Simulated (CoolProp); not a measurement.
Computed with CoolProp (reference Helmholtz-energy equation of state, Gao 2022).

Task: Give the vapour pressure (MPa), liquid density (kg/m³), liquid cp (kJ/(kg K)), vapour Z of saturated n-perfluoropentane at 310, 338.9 K.

Result: 
| T (K) | p (MPa) | liquid density (kg/m³) | liquid cp (kJ/(kg K)) | vapour Z |
|---|---|---|---|---|
| 310 | 0.133 | 1560 | 1.07 | 0.932 |
| 338.9 | 0.325 | 1460 | 1.13 | 0.868 |
